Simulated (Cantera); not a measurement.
**Transport properties of process gases**

Gas mixture: 48.9 % C2H4, 51.1 % N2, at 0.000640 bar, frozen composition.

Cantera's kinetic-theory transport with the Lennard-Jones parameters of GRI-Mech 3.0, ideal gas; thermal conductivity in the multicomponent form.

```tsv
T (K)	ρ (kg/m³)	cp (J/kg/K)	μ (µPa s)	λ (mW/m/K)	Pr	D (cm²/s) H	D (cm²/s) C2H2	D (cm²/s) CH3
400	0.000539	1452	17.2	33.2	0.753	2790	387	521
500	0.000432	1626	20.6	44.2	0.759	4150	581	776
600	0.000360	1785	23.7	55.6	0.762	5710	803	1070
700	0.000308	1921	26.6	67.0	0.764	7460	1050	1400
800	0.000270	2035	29.4	78.1	0.765	9380	1330	1750
900	0.000240	2135	31.9	89.0	0.765	11500	1630	2140
```
D: mixture-averaged diffusion coefficient of that species in the mixture.
